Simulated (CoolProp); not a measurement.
Computed with CoolProp (reference Helmholtz-energy equation of state, Lemmon 2006). It is a short technical equation, of lower accuracy than the large ones.

Task: Give the vapour pressure (MPa), liquid density (kg/m³), liquid cp (kJ/(kg K)) of saturated carbon monoxide at -187.45, -185.05, -178.05 °C.

Result: 
```csv
T (°C),p (MPa),liquid density (kg/m³),liquid cp (kJ/(kg K))
-187.45,0.157,775,2.16
-185.05,0.199,764,2.17
-178.05,0.372,731,2.24
```
